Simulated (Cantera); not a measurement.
Input: 1 mol CuF2, 20 mol N2, 2.9 mol HF, equilibrated at 0.170 bar.

Cantera equilibrium calculation (NASA polynomials, part measured and part estimated; ideal gas, pure solids and liquids). Candidate condensed phases: Cu, CuF2; 25 gas species. Equilibrium is a limit: real reactors are often held back by kinetics, nucleation or transport.

x: gas mole fraction; n: condensed amount in mol.

```csv
T (°C),x N2,x HF,x CuF2,x CuF,n CuF2(l)
1002,0.856,0.124,0.0202,7.45e-5,0.526
1027,0.848,0.123,0.0283,0.000120,0.330
1052,0.839,0.122,0.0391,(withheld),(withheld)
1077,0.837,0.121,0.0416,(withheld),0
1102,0.837,0.121,0.0415,0.000339,0
1127,0.836,0.121,0.0414,0.000441,0
1152,0.836,0.121,0.0412,0.000567,0
1177,0.836,0.121,0.0411,0.000724,0
1202,0.836,0.121,0.0409,0.000915,0
1227,0.836,0.121,0.0406,0.00115,0
1252,0.836,0.121,0.0404,0.00143,0
```

Problem. Fill in the missing entries.

Solution. 
- 1052, x CuF: 0.000189
- 1052, n CuF2(l): 0.0637
- 1077, x CuF: 0.000258
